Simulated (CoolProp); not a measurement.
Model: reference Helmholtz-energy equation of state, Lemmon 2006, in CoolProp. It is a short technical equation, of lower accuracy than the large ones.

Q: For acetone, give the phase and the Z, cv (kJ/(kg K)), isothermal compressibility (1/MPa), fugacity coefficient at 484.9 K and 1.96 MPa; 484.9 K and 23.5 MPa.

A: 
- 484.9 K and 1.96 MPa: gas; Z 0.775, cv 1.88, isothermal compressibility 0.688, fugacity coefficient 0.812
- 484.9 K and 23.5 MPa: liquid; Z 0.559, cv 1.93, isothermal compressibility 0.00482, fugacity coefficient 0.162
